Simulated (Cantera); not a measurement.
A freely propagating, adiabatic, planar premixed flame of C₃H₈ : O₂ : N₂ = 1 : 3.57 : 13.4 (molar parts), equivalence ratio 1.4, unburnt at 300 K and 120 Torr; mixture-averaged transport, grid criteria slope 0.08 and curve 0.16, no radiation.

Detailed kinetics in Cantera: GRI-Mech 3.0 (53 species, 325 reactions). GRI-Mech 3.0 was tuned for natural gas; its chemistry of propane as a main component is partial and can be far from experiment. Burning velocities carry a grid error of a few per cent, more on coarse grids.

x: mole fraction of selected species; z is measured from the peak of heat release.

| z (mm) | T (K) | u (m/s) | x C₃H₈ | x O₂ | x O | x HCN | x H | x CH₂ |
|---|---|---|---|---|---|---|---|---|
| -5.86 | 300 | 0.475 | 0.0556 | 0.198 | <1e-8 | <1e-8 | <1e-8 | <1e-8 |
| -3.91 | 301 | 0.478 | 0.0554 | 0.197 | <1e-8 | <1e-8 | <1e-8 | <1e-8 |
| -2.93 | 309 | 0.494 | 0.0551 | 0.196 | <1e-8 | 1.22e-8 | <1e-8 | <1e-8 |
| -1.95 | 388 | 0.630 | 0.0538 | 0.187 | <1e-8 | 2.60e-7 | 1.88e-7 | <1e-8 |
| -0.976 | 860 | 1.46 | 0.0377 | 0.140 | 1.75e-6 | 3.56e-6 | 8.76e-5 | 1.94e-7 |
| -0.488 | 1270 | 2.25 | 0.0128 | 0.0933 | 4.92e-5 | 8.39e-6 | 0.000840 | 1.07e-5 |
| 0 | 1632 | 2.97 | 0.000502 | 0.0466 | 0.000347 | 1.63e-5 | 0.00411 | 7.18e-5 |
| 0.488 | 1822 | 3.34 | 1.10e-6 | 0.0191 | 0.000697 | 2.31e-5 | 0.00827 | 6.71e-5 |
| 0.976 | 1890 | 3.46 | <1e-8 | ? | ? | 2.28e-5 | ? | ? |
| 1.95 | 1919 | 3.50 | <1e-8 | ? | ? | ? | 0.0129 | ? |
| 3.91 | 1930 | 3.51 | <1e-8 | 0.000740 | 0.000596 | 5.15e-6 | 0.0129 | <1e-8 |
| 7.81 | 1939 | 3.52 | <1e-8 | 0.000624 | 0.000522 | 8.92e-7 | 0.0121 | <1e-8 |
| 15.6 | 1952 | 3.54 | <1e-8 | 0.000507 | 0.000424 | 7.62e-8 | 0.0108 | <1e-8 |

**Question.** Some entries are withheld; supply them.

**Answer.** 
- 0.976, x O₂: 0.00743
- 0.976, x O: 0.000785
- 0.976, x H: 0.0110
- 0.976, x CH₂: 2.18e-5
- 1.95, x O₂: 0.00163
- 1.95, x O: 0.000689
- 1.95, x HCN: 1.47e-5
- 1.95, x CH₂: 1.17e-6
